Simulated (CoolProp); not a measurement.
Cyclopentane along the isobar 0.101 MPa: density (kg/m³) from the reference equation and from simpler models built on Tc = 238.6 °C, pc = 4.583 MPa, ω = 0.202; each cubic takes its own stable root.

Values from CoolProp's reference Helmholtz-energy equation of state, Gedanitz 2015.

```json
[
 {"T (°C)": "-71.55", "phase": "liquid", "reference": "829.9"},
 {"T (°C)": "-45.35", "phase": "liquid", "reference": "806.5"},
 {"T (°C)": "-19.15", "phase": "liquid", "reference": "782.6"},
 {"T (°C)": "7.05", "phase": "liquid", "reference": "758.0"},
 {"T (°C)": "33.25", "phase": "liquid", "reference": "732.2"},
 {"T (°C)": "59.35", "phase": "gas", "reference": "2.646"},
 {"T (°C)": "85.55", "phase": "gas", "reference": "2.435"},
 {"T (°C)": "111.75", "phase": "gas", "reference": "2.258"},
 {"T (°C)": "137.95", "phase": "gas", "reference": "2.106"},
 {"T (°C)": "164.15", "phase": "gas", "reference": "1.974"},
 {"T (°C)": "190.25", "phase": "gas", "reference": "1.859"},
 {"T (°C)": "216.45", "phase": "gas", "reference": "1.756"}
]
```

Task: How far does each simpler model (Redlich-Kwong, Soave-Redlich-Kwong) lie from the reference over these 12 states: mean and median of the absolute difference, and the worst?

Result: 
- Redlich-Kwong: mean 2.7 %, median 0.5 %, worst -6.3 % at 33.25 °C and 0.101 MPa
- Soave-Redlich-Kwong: mean 2.1 %, median 0.3 %, worst -5.5 % at -71.55 °C and 0.101 MPa
